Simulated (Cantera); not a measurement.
Cantera run, input and output.

```python
import numpy as np
import cantera as ct

gas = ct.Solution("h2o2.yaml")
gas.TPX = 1273, 350000, {'H2': 1, 'O2': 0.98, 'N2': 3.69}
reactor = ct.IdealGasReactor(gas, energy="on", clone=False)
net = ct.ReactorNet([reactor])
net.rtol, net.atol = 1e-08, 1e-16
show = ['H2', 'O2', 'H2O2', 'OH', 'H', 'HO2']
times = np.geomspace(1e-06, 0.2, 10)

steps = ct.SolutionArray(gas, extra=["t"])
rows = []
print(f"{'t/s':>10s}{'T/K':>9s}{'P/Pa':>11s}" + "".join(f"{s:>11s}" for s in show))
for t in times:
    while net.time < t:
        t_next = net.step()
        steps.append(gas.state, t=t_next)
    rows.append([np.interp(t, steps.t, y) for y in (steps.T, steps.P, *steps(*show).X.T)])
    print(f"{t:10.3e}{rows[-1][0]:9.1f}{rows[-1][1]:11.4g}" + "".join(f"{x:11.3e}" for x in rows[-1][2:]))
rate = np.gradient(steps.T, steps.t)
print("integrator steps:", len(steps.t))
if steps.T.max() > steps.T[0] + 200:
    print(f"time of steepest temperature rise: {steps.t[rate.argmax()]:.4e} s")
gas.TPX = 1273, 350000, {'H2': 1, 'O2': 0.98, 'N2': 3.69}
gas.equilibrate("UV")
print(f"equilibrium (UV): T = {gas.T:.1f} K  " + "  ".join(f"{s} {gas[s].X[0]:.3e}" for s in show))
```

Result:

```
       t/s      T/K       P/Pa         H2         O2       H2O2         OH          H        HO2
 1.000e-06   1273.0    3.5e+05  1.764e-01  1.728e-01  1.153e-10  5.557e-09  3.894e-08  3.864e-08
 3.882e-06   1273.0    3.5e+05  1.764e-01  1.728e-01  7.518e-09  3.813e-07  2.483e-06  1.430e-06
 1.507e-05   2535.3  6.462e+05  7.095e-03  8.614e-02  1.020e-06  2.182e-02  4.179e-03  2.705e-05
 5.848e-05   2668.7  6.745e+05  3.013e-03  8.805e-02  1.376e-06  1.592e-02  1.074e-03  2.430e-05
 2.270e-04   2668.7  6.745e+05  3.013e-03  8.805e-02  1.376e-06  1.592e-02  1.074e-03  2.430e-05
 8.811e-04   2668.7  6.745e+05  3.013e-03  8.805e-02  1.376e-06  1.592e-02  1.074e-03  2.430e-05
 3.420e-03   2668.7  6.745e+05  3.013e-03  8.805e-02  1.376e-06  1.592e-02  1.074e-03  2.430e-05
 1.327e-02   2668.7  6.745e+05  3.013e-03  8.805e-02  1.376e-06  1.592e-02  1.074e-03  2.430e-05
 5.153e-02   2668.7  6.745e+05  3.013e-03  8.805e-02  1.376e-06  1.592e-02  1.074e-03  2.430e-05
 2.000e-01   2668.7  6.745e+05  3.013e-03  8.805e-02  1.376e-06  1.592e-02  1.074e-03  2.430e-05
integrator steps: 1063
time of steepest temperature rise: 1.0634e-05 s
equilibrium (UV): T = 2668.7 K  H2 3.013e-03  O2 8.805e-02  H2O2 1.376e-06  OH 1.592e-02  H 1.074e-03  HO2 2.430e-05
```

Computed with Cantera and the H2/O2 subset of GRI-Mech 3.0, which has no nitrogen chemistry. The hydrogen kinetics of GRI-Mech 3.0 are dated; newer H2 mechanisms differ, most at raised pressure.
